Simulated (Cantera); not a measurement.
What does this Cantera script print?

```python
import numpy as np
import cantera as ct

gas_names = [...]  # 118 gases of nasa_gas.yaml made of C, Cl, F, H
cond_names = """
    C(gr) C6H6(L) C7H8(L) C8H18(L),n-octa
""".split()


# ... load() reads the species with a 1 bar reference pressure and builds the phases ...
atoms = {
    'CH3F': {'C': 1, 'H': 3, 'F': 1},
    'CH4': {'C': 1, 'H': 4},
    'H2': {'H': 2},
    'HCl': {'H': 1, 'CL': 1},
}
top_T = {'C(gr)': 4500}  # K; cautious upper limits of use, not melting points


# ... equilibrate(T, P, feed) seeds the gas with the atoms and calls Mixture.equilibrate('TP', solver="vcs", rtol=1e-11, max_steps=5000) ...
results = []
feed = {'CH3F': 1, 'CH4': 0.0075, 'H2': 3.1, 'HCl': 0.022}  # mol
P = 13332.2  # Pa
for T in [698, 898, 1098, 1298, 1498, 1698, 1898, 2098, 2298, 2498]:
    mix = equilibrate(T, P, feed)
    results.append((T, P, feed, dict(zip(mix.species_names, mix.species_moles))))
    x = sorted(zip(gas.X, gas.species_names), reverse=True)
    print(f"T = {T:g} K  P = {P:g} Pa  gas = {mix.phase_moles(0):.4g} mol")
    print("   x: " + "  ".join(f"{s} {v:.3e}" for v, s in x if v > 1e-06))
    print("   condensed (mol): " + ("  ".join(f"{mix.phase(i).name} {mix.phase_moles(i):.4g}"
          for i in range(1, mix.n_phases) if mix.phase_moles(i) > 1e-12) or "none"))
```

Output:

```
T = 698 K  P = 13332.2 Pa  gas = 4.129 mol
   x: H2 5.085e-01  CH4 2.440e-01  HF 2.422e-01  HCL 5.328e-03  H2F2 1.431e-06
   condensed (mol): none
T = 898 K  P = 13332.2 Pa  gas = 5.01 mol
   x: H2 7.706e-01  HF 1.996e-01  CH4 2.537e-02  HCL 4.391e-03
   condensed (mol): C(gr) 0.8804
T = 1098 K  P = 13332.2 Pa  gas = 5.121 mol
   x: H2 7.973e-01  HF 1.953e-01  HCL 4.296e-03  CH4 3.097e-03
   condensed (mol): C(gr) 0.9916
T = 1298 K  P = 13332.2 Pa  gas = 5.134 mol
   x: H2 8.002e-01  HF 1.948e-01  HCL 4.286e-03  CH4 6.801e-04  H 2.625e-06
   condensed (mol): C(gr) 1.004
T = 1498 K  P = 13332.2 Pa  gas = 5.136 mol
   x: H2 8.007e-01  HF 1.947e-01  HCL 4.283e-03  CH4 2.218e-04  H 4.211e-05  C2H2,acetylene 7.056e-06
   condensed (mol): C(gr) 1.006
T = 1698 K  P = 13332.2 Pa  gas = 5.137 mol
   x: H2 8.006e-01  HF 1.946e-01  HCL 4.281e-03  H 3.543e-04  CH4 9.430e-05  C2H2,acetylene 5.769e-05  CL 1.474e-06
   condensed (mol): C(gr) 1.006
T = 1898 K  P = 13332.2 Pa  gas = 5.142 mol
   x: H2 7.990e-01  HF 1.945e-01  HCL 4.271e-03  H 1.914e-03  C2H2,acetylene 3.006e-04  CH4 4.812e-05  CL 7.721e-06  CH3 2.310e-06
   condensed (mol): C(gr) 1.004
T = 2098 K  P = 13332.2 Pa  gas = 5.156 mol
   x: H2 7.931e-01  HF 1.939e-01  H 7.506e-03  HCL 4.237e-03  C2H2,acetylene 1.132e-03  CL 2.951e-05  CH4 2.780e-05  CH3 5.130e-06  F 1.103e-06
   condensed (mol): C(gr) 0.9956
T = 2298 K  P = 13332.2 Pa  gas = 5.197 mol
   x: H2 7.769e-01  HF 1.924e-01  H 2.312e-02  HCL 4.144e-03  C2H2,acetylene 3.324e-03  CL 8.883e-05  CH4 1.729e-05  CH3 9.673e-06  F 6.753e-06  C4H2 5.822e-06  C2H 4.445e-06  C2H2,vinylidene 1.228e-06
   condensed (mol): C(gr) 0.9726
T = 2498 K  P = 13332.2 Pa  gas = 5.293 mol
   x: H2 7.401e-01  HF 1.889e-01  H 5.872e-02  C2H2,acetylene 7.939e-03  HCL 3.935e-03  CL 2.207e-04  C2H 4.504e-05  C4H2 3.517e-05  F 3.115e-05  CH3 1.569e-05  CH4 1.099e-05  C2H2,vinylidene 6.146e-06  C3 3.614e-06  CH2 2.577e-06  C 1.214e-06  CF 1.011e-06
   condensed (mol): C(gr) 0.9219
```

Equilibrium computed with Cantera from the NASA thermochemical tables; the gas is ideal and each condensed phase is pure.
